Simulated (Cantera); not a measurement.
A perfectly stirred reactor is fed with CH₄ : O₂ : N₂ : H₂ = 0.0085 : 0.0099 : 1 : 0.0023 (molar parts), equivalence ratio 1.8, at 2.17 atm; it is held at 1500 K, and followed from long to short residence time.

Detailed kinetics in Cantera: GRI-Mech 3.0 (53 species, 325 reactions).

**Question.** Predict: x(CH₄) at τ = 0.930 s; x(O₂) at τ = 0.930 s; x(N₂O) at τ = 0.930 s; x(CO) at τ = 0.930 s; x(CO₂) at τ = 0.930 s; x(CH₄) at τ = 10.0 ms; x(O₂) at τ = 10.0 ms; x(N₂O) at τ = 10.0 ms; x(CO) at τ = 10.0 ms; x(CO₂) at τ = 10.0 ms.

**Answer.** 
```json
{
 "x(CH₄) at τ = 0.930 s": "0.00135",
 "x(O₂) at τ = 0.930 s": "0.000289",
 "x(N₂O) at τ = 0.930 s": "1.65e-9",
 "x(CO) at τ = 0.930 s": "0.00384",
 "x(CO₂) at τ = 0.930 s": "0.00208",
 "x(CH₄) at τ = 10.0 ms": "0.00250",
 "x(O₂) at τ = 10.0 ms": "0.00336",
 "x(N₂O) at τ = 10.0 ms": "1.79e-8",
 "x(CO) at τ = 10.0 ms": "0.00368",
 "x(CO₂) at τ = 10.0 ms": "0.000632"
}
```
